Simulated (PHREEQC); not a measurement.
Consider water at 20 °C with 0.0093 mol/kgw Na2SiF6 and 5e-05 mol/kgw CsI. Closed to the air; pH follows from the charge balance.

The numbers come from PHREEQC with the ion-association model, wateq4f.dat.

| Quantity | Result |
|---|---|
| pH | 3.17 |
| ionic strength | 0.0281 mol/kgw |
| total alkalinity | -37.2 meq/kg |

```
species  molality  activity   log γ
-------  --------  --------  ------
Na+        0.0186    0.0159  -0.067
SiF6-2    0.00873   0.00473  -0.266
F-        0.00188   0.00159  -0.071
HF        0.00147   0.00148   0.003
H+       0.000771  0.000676  -0.057
H4SiO4   0.000566  0.000570   0.003
Cs+       5.00e-5   4.27e-5  -0.068
```

No solid was allowed to form. The solution is supersaturated, for example in Quartz (slow to form), Chalcedony (slow to form), so a real one may precipitate; this is no full list. SiF6-2 is the database's only silicon fluoride.
